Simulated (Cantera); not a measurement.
Input (Python, Cantera) and output of one run.

```python
import numpy as np
import cantera as ct

gas_names = """
    O3 CO CO2 TaO2
""".split()
cond_names = """
    TaC(s) TaC(L) Ta2O5(s) Ta2O5(L) C(gr)
""".split()


# ... load() reads the species with a 1 bar reference pressure and builds the phases ...
species = {s.name: s for s in load("nasa_gas.yaml", gas_names) + load("nasa_condensed.yaml", cond_names)}
# Each term lists the table entries of one substance; the one whose range holds T is used.
reactions = {
    '7 O3(g) + 6 TaC = 3 Ta2O5 + 6 CO(g)':
        [(-7, ['O3']), (-6, ['TaC(s)', 'TaC(L)']), (3, ['Ta2O5(s)', 'Ta2O5(L)']), (6, ['CO'])],
    'CO2(g) + TaC = 2 C + TaO2(g)':
        [(-1, ['CO2']), (-1, ['TaC(s)', 'TaC(L)']), (2, ['C(gr)']), (1, ['TaO2'])],
}


def pick(names, T):
    return next(species[n] for n in names if species[n].thermo.min_temp <= T <= species[n].thermo.max_temp)


results = []
for label, terms in reactions.items():
    print(label)
    print("     T/K   dH/kJ  dS/(J/K)   dG/kJ   log10 K")
    for T in [1973, 2023, 2073, 2123, 2173, 2223, 2273]:
        used = [(nu, pick(names, T)) for nu, names in terms]
        dH = sum(nu * s.thermo.h(T) for nu, s in used) / 1e6
        dS = sum(nu * s.thermo.s(T) for nu, s in used) / 1e3
        dG = dH - T * dS / 1e3
        logK = -dG * 1e6 / (ct.gas_constant * T * np.log(10))
        results.append((label, T, dH, dS, dG, logK, [s.name for _, s in used]))
        print(f"{T:8g} {dH:8.1f} {dS:8.1f} {dG:8.1f} {logK:8.2f}")
```

Output:

```
7 O3(g) + 6 TaC = 3 Ta2O5 + 6 CO(g)
     T/K   dH/kJ  dS/(J/K)   dG/kJ   log10 K
    1973  -6858.3   -219.2  -6425.7   170.12
    2023  -6859.4   -219.8  -6414.8   165.63
    2073  -6498.7    -44.5  -6406.4   161.42
    2123  -6494.2    -42.4  -6404.2   157.57
    2173  -6490.2    -40.5  -6402.2   153.89
    2223  -6486.6    -38.9  -6400.2   150.38
    2273  -6483.6    -37.6  -6398.3   147.03
CO2(g) + TaC = 2 C + TaO2(g)
     T/K   dH/kJ  dS/(J/K)   dG/kJ   log10 K
    1973    322.5     18.9    285.2    -7.55
    2023    321.9     18.6    284.3    -7.34
    2073    321.3     18.3    283.4    -7.14
    2123    320.7     18.0    282.5    -6.95
    2173    320.1     17.7    281.6    -6.77
    2223    319.5     17.4    280.7    -6.60
    2273    318.8     17.2    279.8    -6.43
```

Source: NASA polynomial tables (part measured, part estimated), evaluated in Cantera. TaC: taken at fixed stoichiometry. Condensed species are held in their standard states even where they would react or evaporate.
